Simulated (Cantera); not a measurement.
Feed: 1 mol Al, 6.7 mol NH3, 17 mol H2, 1.9 mol HCl, equilibrated at 0.00133 bar.

Equilibrium computed with Cantera from the NASA thermochemical tables; the gas is ideal and each condensed phase is pure. Candidate condensed phases: Al, AlCl3, AlN, NH4Cl; 20 gas species. The numbers say what is thermodynamically allowed, not how fast it happens.

Q: Which condensed phases are stable at each of these points (T (°C)): 752, 852, 952, 1052, 1152, 1252, 1352, 1452, 1552, 1652, 1752, 1852?

A: 
| T (°C) | condensed phases | Al condensed (%) |
|---|---|---|
| 752 | AlN(s) | 85.7 |
| 852 | AlN(s) | 84.4 |
| 952 | AlN(s) | 82.8 |
| 1052 | AlN(s) | 76.4 |
| 1152 | AlN(s) | 42.0 |
| 1252 | gas only | 0.0 |
| 1352 | gas only | 0.0 |
| 1452 | gas only | 0.0 |
| 1552 | gas only | 0.0 |
| 1652 | gas only | 0.0 |
| 1752 | gas only | 0.0 |
| 1852 | gas only | 0.0 |

From 752 °C to 1152 °C the condensed part is AlN(s). From 1252 °C to 1852 °C nothing is condensed.
